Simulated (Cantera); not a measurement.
## MgO + SiCl4 + N2 + Cl2 (oxide etching and cleaning by halides)

Input: 1 mol MgO, 0.72 mol SiCl4, 0.47 mol N2, 1 mol Cl2, at 9.00 Pa.

These are equilibrium values from Cantera (NASA tables, ideal gas, pure condensed phases), not measurements of a reactor. Candidate condensed phases: Mg, MgCl2, MgO, MgSiO3, Mg2SiO4, Si, SiO2, Si2N2O, Si3N4; 29 gas species. The tables' values for SiCl3, SiO2 are old estimates; treat these amounts as uncertain. The tables hold silica as quartz up to 1696 K and as liquid above; real silica turns to tridymite and cristobalite and melts near 1996 K. The numbers say what is thermodynamically allowed, not how fast it happens.

From 1173 K to 1673 K the condensed part is SiO2(β-quartz). At 1723 K the condensed part is SiO2(condensed). The main Mg-bearing gas is MgCl2 throughout.

```
T (K)   x Cl  x MgCl2     x Cl2    x N2     x SiO   x SiCl4  n SiO2(β-quartz)  n SiO2(condensed)
-----  -----  -------  --------  ------  --------  --------  ----------------  -----------------
1173   0.185    0.337     0.245   0.159  1.49e-12    0.0742             0.500                  0
1223   0.272    0.321     0.185   0.151  3.25e-11    0.0707             0.500                  0
1273   0.361    0.305     0.124   0.143  6.36e-10    0.0670             0.500                  0
1323   0.434    0.291    0.0738   0.137   1.16e-8    0.0640             0.500                  0
1373   0.484    0.282    0.0399   0.132   1.94e-7    0.0618             0.500                  0
1423   0.512    0.276    0.0206   0.130   2.93e-6    0.0604             0.500                  0
1473   0.527    0.273    0.0106   0.129   3.84e-5    0.0588             0.500                  0
1523   0.536    0.271   0.00559   0.127  0.000427    0.0555             0.499                  0
1573   0.546    0.266   0.00308   0.125   0.00379    0.0463             0.493                  0
1623   0.566    0.249   0.00183   0.117    0.0227    0.0252             0.454                  0
1673   0.592    0.221   0.00114   0.104    0.0669   0.00443             0.349                  0
1723   0.600    0.210  0.000691  0.0988    0.0889  0.000180                 0              0.288
```
x: gas mole fraction; n: condensed amount in mol.
